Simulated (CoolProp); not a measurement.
Vapour-liquid equilibrium of R125 (1) + R115 (2) at 0.14 MPa; x and y are mole fractions of (1).

Computed with CoolProp (multi-fluid Helmholtz-energy mixture model, Lemmon 2005 and Lemmon 2016; pair parameters Bell 2016).

```
x      bubble temperature (°C)  y at the bubble point  dew temperature at overall composition x (°C)  liquid density (mol/L)
-----  -----------------------  ---------------------  ---------------------------------------------  ----------------------
0.05                     -33.7                  0.122                                          -32.5                   9.961
0.125                    -36.1                  0.257                                          -33.8                   10.13
0.2                      -37.7                  0.356                                          -35.1                   10.30
0.275                    -39.0                  0.433                                          -36.4                   10.46
0.35                     -39.9                  0.496                                          -37.6                   10.63
0.425                    -40.6                  0.550                                          -38.9                   10.80
0.5                      -41.2                  0.599                                          -40.0                   10.98
0.575                    -41.6                  0.646                                          -40.9                   11.17
0.65                     -41.9                  0.693                                          -41.6                   11.37
0.725                    -42.0                  0.742                                          -42.0                   11.57
0.8                      -42.1                  0.796                                          -42.1                   11.79
0.875                    -42.0                  0.859                                          -41.9                   12.01
0.95                     -41.6                  0.937                                          -41.6                   12.24
```

y crosses x between x = 0.725 and 0.8: the model has an azeotrope there.

Pair parameters are fitted to limited data, so mixtures are less certain than the pure fluids.
